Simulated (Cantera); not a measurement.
A perfectly stirred reactor is fed with CH4 : H2 : O2 : N2 = 1 : 0.41 : 3.34 : 12.6 (molar parts), equivalence ratio 0.66, at 203 Torr; it is adiabatic with a 698 K inlet, and is followed from long to short residence time, starting on the burning branch (τ in s: 0.33, 0.12, 0.042, 0.015, 0.0053, 0.0019, 0.00067, 0.00024, 8.5e-05, 3e-05, 1.1e-05, 3.8e-06).

Detailed kinetics in Cantera: GRI-Mech 3.0 (53 species, 325 reactions).

### Question
What does this change do: pressure from 203 Torr to 1950 Torr?

### Answer
```json
[
 {"quantity": "blow-out, bracketed by the residence times tried", "before": "burning at 0.240 ms, out at 85.0 µs", "after": "burning at 30.0 µs, out at 11.0 µs"},
 {"quantity": "x(CH4) at τ = 0.330 s", "before": "2.28e-6", "after": "5.56e-7"},
 {"quantity": "x(H2) at τ = 0.330 s", "before": "0.000758", "after": "0.000196"},
 {"quantity": "x(O2) at τ = 0.330 s", "before": "0.0654", "after": "0.0649"},
 {"quantity": "x(C2H4) at τ = 0.330 s", "before": "3.18e-11", "after": "4.27e-12"},
 {"quantity": "x(NO2) at τ = 0.330 s", "before": "2.75e-7", "after": "2.33e-6"},
 {"quantity": "x(CH4) at τ = 0.670 ms", "before": "0.000278", "after": "8.18e-5"},
 {"quantity": "x(H2) at τ = 0.670 ms", "before": "0.00838", "after": "0.00161"},
 {"quantity": "x(O2) at τ = 0.670 ms", "before": "0.0730", "after": "0.0671"},
 {"quantity": "x(C2H4) at τ = 0.670 ms", "before": "4.07e-8", "after": "2.66e-8"},
 {"quantity": "x(NO2) at τ = 0.670 ms", "before": "1.03e-9", "after": "6.62e-8"}
]
```
